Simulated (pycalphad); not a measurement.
Source of the numbers: pycalphad with the COST 507 light-alloy database (1999); pressure 1 atm. These are 1990s assessments: newer ones move some temperatures and phases. Not assessed as a whole: an extrapolation from subsystems, which can miss ternary compounds. Phase fractions are per mole of atoms. Diffusion is slow at the low end, where real alloys seldom reach equilibrium.

Problem. Give the equilibrium state of Ti-4.91Mn-3.37Si-6Fe (at.%) at 1170 K.

Solution. BCC_A2, fraction 0.943, with 5.2 Mn, 2.1 Si, 6.4 Fe at.%; SITI3, fraction 0.057, with no Mn, 25.0 Si, no Fe at.%.

Problem. Give the equilibrium state of Ti-4.91Mn-3.37Si-6Fe (at.%) at 730 K.

Solution. HCP_A3, fraction 0.686, with 0.12 Mn, 0.35 Si, 0.01 Fe at.%; LAVES_C14, fraction 0.163, with 29.6 Mn, no Si, 29.0 Fe at.%; SITI3, fraction 0.125, with no Mn, 25.0 Si, no Fe at.%; FETI, fraction 0.025, with no Mn, no Si, 50.0 Fe at.%.

Database names, with the compositions (at.%) that they take in these runs: SITI3: Ti 75 Si 25; LAVES_C14: Ti 35-43 Mn 27-39 Fe 25-30; FETI: Ti 50 Fe 50. BCC_A2 is bcc; HCP_A3 is hcp. An entry "none" or "no" means that the model of the phase leaves that element out.
